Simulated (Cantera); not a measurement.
Charge: 1 mol SiO2, 2.7 mol HBr, held at 1.33 mbar.

Equilibrium computed with Cantera from the NASA thermochemical tables; the gas is ideal and each condensed phase is pure. Candidate condensed phases: Br2, H2O, Si, SiO2; 28 gas species. The tables hold silica as quartz up to 1696 K and as liquid above; real silica turns to tridymite and cristobalite and melts near 1996 K. Rates play no part. All values below are at 1150 °C.

Base state: HBr 0.855, Br 0.0965, H2 0.0485, Br2 0.000329, H2O 0.000102, SiO 5.83e-5, H 4.00e-5, SiBr2 1.47e-5 (mole fractions); condensed: SiO2(β-quartz).

What changes in the equilibrium state with this change: pressure from 1.33 mbar to 9.10 Pa?


| species | before | after |
|---|---|---|
| HBr | 0.855 | 0.691 |
| Br | 0.0965 | 0.205 |
| H2 | 0.0485 | 0.102 |
| SiO | 5.83e-5 | 0.000427 |
| SiBr2 | 1.47e-5 | 1.14e-6 |
| H | 4.00e-5 | 0.000223 |
| H2O | 0.000102 | 0.000430 |
| SiO2(β-quartz), mol | 1.000 | 0.999 |
